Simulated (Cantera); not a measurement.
What does this Cantera script print?

```python
import numpy as np
import cantera as ct

gas_names = """
    Br Br2 N N2 Si SiBr SiBr2 SiBr3 SiBr4 SiN Si2 Si2N Si3
""".split()
cond_names = """
    Br2(cr) Br2(L) Si(cr) Si(L) Si3N4(a)
""".split()


def load(file, names, dense=False):
    # The tables refer to 1 bar. Condensed volumes are neglected.
    table = {s.name: s for s in ct.Species.list_from_file(file)}
    out = []
    for n in names:
        d = dict(table[n].input_data)
        d["thermo"] = dict(d["thermo"], **{"reference-pressure": 1e5})
        if dense:
            d["equation-of-state"] = {"model": "constant-volume", "density": "1e6 g/cm^3"}
        out.append(ct.Species.from_dict(d))
    return out


gas = ct.Solution(thermo="ideal-gas", species=load("nasa_gas.yaml", gas_names))
cond = {s.name: ct.Solution(thermo="fixed-stoichiometry", species=[s], name=s.name)
        for s in load("nasa_condensed.yaml", cond_names, dense=True)}
atoms = {
    'Si': {'Si': 1},
    'Br2': {'Br': 2},
    'N2': {'N': 2},
}
top_T = {'Si3N4(a)': 2400}  # K; cautious upper limits of use, not melting points


def equilibrate(T, P, feed):
    n = {}
    for name, mol in feed.items():
        for a, k in atoms[name].items():
            n[a] = n.get(a, 0.0) + k * mol
    gas.TPX = T, P, n
    mass = sum(n.values()) * gas.mean_molecular_weight
    gas.equilibrate("TP")
    valid = [c for c in cond.values() if c.min_temp <= T <= top_T.get(c.name, c.max_temp)]
    mix = ct.Mixture([(gas, mass / gas.mean_molecular_weight)] + [(c, 0.0) for c in valid])
    mix.T, mix.P = T, P
    mix.equilibrate("TP", solver="vcs", rtol=1e-11, max_steps=5000)
    return mix


results = []
feed = {'Si': 1, 'Br2': 0.55, 'N2': 2.9}  # mol
T = 1398  # K
P = 13332.2  # Pa
mix = equilibrate(T, P, feed)
results.append((T, P, feed, dict(zip(mix.species_names, mix.species_moles))))
print(gas.report(threshold=0.0001))
for i in range(1, mix.n_phases):
    print(f"{mix.phase(i).name:16s} {mix.phase_moles(i):12.5e} mol")
```

Result:

```
       temperature   1398 K
          pressure   13332 Pa
           density   0.069061 kg/m^3
  mean mol. weight   60.211 kg/kmol
   phase of matter   gas

                          1 kg             1 kmol
                     ---------------   ---------------
          enthalpy             57413        3.4569e+06  J
   internal energy       -1.3564e+05       -8.1667e+06  J
           entropy            4811.6        2.8971e+05  J/K
    Gibbs function       -6.6692e+06       -4.0156e+08  J
 heat capacity c_p            689.99             41545  J/K
 heat capacity c_v            551.91             33231  J/K

                      mass frac. Y      mole frac. X     chem. pot. / RT
                     ---------------   ---------------   ---------------
                Br         0.0045341         0.0034166           -21.028
                N2           0.41448           0.89084           -27.929
             SiBr2          0.026382          0.008454           -53.125
             SiBr3          0.023652         0.0053179           -74.153
             SiBr4           0.53081          0.091919           -95.181
     [   +8 minor]        0.00014777        5.5687e-05

Br2(L)            0.00000e+00 mol
Si(cr)            0.00000e+00 mol
Si3N4(a)          2.37425e-01 mol
```

Method: chemical equilibrium by Gibbs-energy minimisation in Cantera with the NASA 1993 tables (ideal gas, pure condensed phases). N2 is the only nitrogen source here; it is nearly inert below about 1500 K, so the nitride shown seldom forms there in practice. The tables' values for SiBr3 are old estimates; treat these amounts as uncertain.
